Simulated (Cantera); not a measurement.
What does this Cantera script print?

```python
import numpy as np
import cantera as ct

gas = ct.Solution("gri30.yaml")
gas.TPX = 1050, 101325, {'CH4': 1, 'H2': 0.047, 'O2': 2.25, 'N2': 6.52, 'CO2': 1.5}
reactor = ct.IdealGasConstPressureReactor(gas, energy="on", clone=False)
net = ct.ReactorNet([reactor])
net.rtol, net.atol = 1e-08, 1e-16
show = ['CH4', 'H2', 'O2', 'H', 'CO2', 'HCN']
times = np.geomspace(1e-06, 2, 11)

steps = ct.SolutionArray(gas, extra=["t"])
rows = []
print(f"{'t/s':>10s}{'T/K':>9s}{'P/Pa':>11s}" + "".join(f"{s:>11s}" for s in show))
for t in times:
    while net.time < t:
        t_next = net.step()
        steps.append(gas.state, t=t_next)
    rows.append([np.interp(t, steps.t, y) for y in (steps.T, steps.P, *steps(*show).X.T)])
    print(f"{t:10.3e}{rows[-1][0]:9.1f}{rows[-1][1]:11.4g}" + "".join(f"{x:11.3e}" for x in rows[-1][2:]))
rate = np.gradient(steps.T, steps.t)
print("integrator steps:", len(steps.t))
if steps.T.max() > steps.T[0] + 200:
    print(f"time of steepest temperature rise: {steps.t[rate.argmax()]:.4e} s")
gas.TPX = 1050, 101325, {'CH4': 1, 'H2': 0.047, 'O2': 2.25, 'N2': 6.52, 'CO2': 1.5}
gas.equilibrate("HP")
print(f"equilibrium (HP): T = {gas.T:.1f} K  " + "  ".join(f"{s} {gas[s].X[0]:.3e}" for s in show))
```

It prints:

```
       t/s      T/K       P/Pa        CH4         H2         O2          H        CO2        HCN
 1.000e-06   1050.0  1.013e+05  8.836e-02  4.153e-03  1.988e-01  1.718e-12  1.325e-01  9.942e-32
 4.267e-06   1050.0  1.013e+05  8.836e-02  4.153e-03  1.988e-01  3.650e-12  1.325e-01  1.862e-30
 1.821e-05   1050.0  1.013e+05  8.836e-02  4.153e-03  1.988e-01  4.665e-12  1.325e-01  3.574e-29
 7.768e-05   1050.0  1.013e+05  8.836e-02  4.153e-03  1.988e-01  7.627e-12  1.325e-01  6.763e-28
 3.314e-04   1050.0  1.013e+05  8.836e-02  4.153e-03  1.988e-01  2.125e-11  1.325e-01  1.355e-26
 1.414e-03   1050.0  1.013e+05  8.836e-02  4.153e-03  1.988e-01  1.028e-10  1.325e-01  3.820e-25
 6.034e-03   1050.0  1.013e+05  8.836e-02  4.152e-03  1.988e-01  1.628e-09  1.325e-01  1.322e-22
 2.575e-02   1050.6  1.013e+05  8.826e-02  4.133e-03  1.987e-01  8.129e-09  1.325e-01  1.317e-19
 1.099e-01   1057.9  1.013e+05  8.703e-02  4.109e-03  1.978e-01  2.739e-08  1.326e-01  6.209e-18
 4.687e-01   2437.6  1.013e+05  4.607e-17  4.242e-03  2.981e-02  1.237e-03  1.882e-01  7.484e-11
 2.000e+00   2437.6  1.013e+05  4.607e-17  4.242e-03  2.981e-02  1.237e-03  1.882e-01  7.484e-11
integrator steps: 2467
time of steepest temperature rise: 1.6935e-01 s
equilibrium (HP): T = 2437.6 K  CH4 6.231e-17  H2 4.242e-03  O2 2.981e-02  H 1.237e-03  CO2 1.882e-01  HCN 7.484e-11
```

Cantera simulation using GRI-Mech 3.0 (53 species, 325 reactions); the numbers are that mechanism's predictions, not measurements.
